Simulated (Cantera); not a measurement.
A Cantera script and what it prints.

```python
import numpy as np
import cantera as ct

gas_names = """
    CL CL2 H HCL H2 N NH NH2 NH3 N2 N2H2 N2H4 Pb PbCL PbCL2 PbCL4 Pb2
""".split()
cond_names = """
    NH4CL(a) NH4CL(b) Pb(cr) Pb(L) PbCL2(s) PbCL2(L)
""".split()


def load(file, names, dense=False):
    # The tables refer to 1 bar. Condensed volumes are neglected.
    table = {s.name: s for s in ct.Species.list_from_file(file)}
    out = []
    for n in names:
        d = dict(table[n].input_data)
        d["thermo"] = dict(d["thermo"], **{"reference-pressure": 1e5})
        if dense:
            d["equation-of-state"] = {"model": "constant-volume", "density": "1e6 g/cm^3"}
        out.append(ct.Species.from_dict(d))
    return out


gas = ct.Solution(thermo="ideal-gas", species=load("nasa_gas.yaml", gas_names))
cond = {s.name: ct.Solution(thermo="fixed-stoichiometry", species=[s], name=s.name)
        for s in load("nasa_condensed.yaml", cond_names, dense=True)}
atoms = {
    'PbCl2': {'Pb': 1, 'CL': 2},
    'H2': {'H': 2},
    'N2': {'N': 2},
}
top_T = {}  # K; cautious upper limits of use, not melting points


def equilibrate(T, P, feed):
    n = {}
    for name, mol in feed.items():
        for a, k in atoms[name].items():
            n[a] = n.get(a, 0.0) + k * mol
    gas.TPX = T, P, n
    mass = sum(n.values()) * gas.mean_molecular_weight
    gas.equilibrate("TP")
    valid = [c for c in cond.values() if c.min_temp <= T <= top_T.get(c.name, c.max_temp)]
    mix = ct.Mixture([(gas, mass / gas.mean_molecular_weight)] + [(c, 0.0) for c in valid])
    mix.T, mix.P = T, P
    mix.equilibrate("TP", solver="vcs", rtol=1e-11, max_steps=5000)
    return mix


results = []
feed = {'PbCl2': 1, 'H2': 1.1, 'N2': 10}  # mol
T = 1823  # K
P = 29000  # Pa
mix = equilibrate(T, P, feed)
results.append((T, P, feed, dict(zip(mix.species_names, mix.species_moles))))
x = sorted(zip(gas.X, gas.species_names), reverse=True)
print(f"T = {T:g} K  P = {P:g} Pa  gas = {mix.phase_moles(0):.4g} mol")
print("   x: " + "  ".join(f"{s} {v:.3e}" for v, s in x if v > 1e-06))
print("   condensed (mol): " + ("  ".join(f"{mix.phase(i).name} {mix.phase_moles(i):.4g}"
      for i in range(1, mix.n_phases) if mix.phase_moles(i) > 1e-12) or "none"))
```

It prints:

```
T = 1823 K  P = 29000 Pa  gas = 12.77 mol
   x: N2 7.831e-01  HCL 1.042e-01  PbCL 4.073e-02  H2 3.398e-02  Pb 3.189e-02  PbCL2 5.685e-03  CL 3.468e-04  H 1.483e-04  Pb2 2.081e-06
   condensed (mol): none
```

Method: chemical equilibrium by Gibbs-energy minimisation in Cantera with the NASA 1993 tables (ideal gas, pure condensed phases).
